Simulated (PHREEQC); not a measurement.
Na2CO3 is added in steps, without added water, to 1 kg of water holding 0.0017 mol/kgw CsOH, 0.0053 mol/kgw Cu(NO3)2 and 9.5e-05 mol/kgw NaHF2, at 25 °C. O2 is buffered at 0.21 atm. CO2 is held at log p = -3.4 (atm). No solid was allowed to form.

Base run: PHREEQC, ion-association model, wateq4f.dat. Each further column changes one thing. The table gives HCO3- (mol/kgw).

```tsv
Na2CO3 added (mol)	base	Cu(NO3)2 left out	Cu(NO3)2 from 0.0053 to 0.0265 mol/kgw	Cu(NO3)2 replaced by NaNO3 at the same molality	solids may form
0	8.84e-6	0.00156	1.87e-6	0.00155	1.59e-6
0.000575	1.55e-5	0.00263	2.57e-6	0.00261	(withheld)
0.001437	3.58e-5	0.00415	3.52e-6	0.00410	1.90e-6
0.002012	6.51e-5	0.00511	4.16e-6	0.00505	2.10e-6
0.002875	0.000150	0.00648	(withheld)	0.00641	2.57e-6
0.00345	0.000247	0.00736	5.88e-6	0.00727	3.18e-6
0.004313	0.000547	0.00861	7.09e-6	0.00850	7.45e-6
0.004888	0.00106	0.00941	8.01e-6	0.00929	0.000763
0.00575	0.00239	0.0106	9.61e-6	0.0104	0.00236
0.006325	0.00332	0.0113	(withheld)	0.0111	0.00337
0.007188	0.00467	0.0123	1.32e-5	0.0122	(withheld)
0.007763	0.00551	0.0130	1.51e-5	0.0128	0.00571
0.008625	0.00671	0.0140	1.89e-5	0.0138	0.00701
0.0092	0.00748	0.0146	2.22e-5	0.0144	(withheld)
```

### Question
What belongs in the gaps?

### Answer

- 0.000575, solids may form: 1.69e-6
- 0.002875, Cu(NO3)2 from 0.0053 to 0.0265 mol/kgw: 5.16e-6
- 0.006325, Cu(NO3)2 from 0.0053 to 0.0265 mol/kgw: 1.09e-5
- 0.007188, solids may form: 0.00481
- 0.0092, solids may form: 0.00783

In at least one series the solution becomes supersaturated in solids that the run did not let form, among them Cu(OH)2, Malachite, Cu2(OH)3NO3. The database's constant for dissolved Cu(OH)2 is higher than later reviews accept.  Solids allowed in the column 'solids may form': Cu(OH)2, Malachite, Cu2(OH)3NO3, Nahcolite, Natron, CuF2:2H2O.
